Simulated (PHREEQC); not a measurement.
Make-up at 25 °C: 0.0014 mol/kgw Cu(NO3)2, 0.00072 mol/kgw HCl and 0.008 mol/kgw H3BO3. Closed to the air; pH follows from the charge balance.

Computed with PHREEQC (ion-association model, phreeqc.dat).

```csv
quantity,before,after
pH,3.17,3.86
CuCl+ (mol/kgw),2.02e-6,9.43e-8
CuOH+ (mol/kgw),1.68e-8,1.81e-8
H2BO3- (mol/kgw),7.39e-9,6.85e-9
Cu2(OH)2+2 (mol/kgw),1.43e-10,1.54e-10
Cu(OH)2 (mol/kgw),4.83e-11,2.62e-10
```

Problem. What was changed between the two runs?
A. diluted 5-fold with water
B. Cu(NO3)2 from 0.0014 to 0.0007 mol/kgw
C. HCl from 0.00072 to 0.00036 mol/kgw
D. H3BO3 from 0.008 to 0.08 mol/kgw
E. Cu(NO3)2 from 0.0014 to 0.014 mol/kgw

Solution. A, diluted 5-fold with water

Precipitation was switched off in this run.
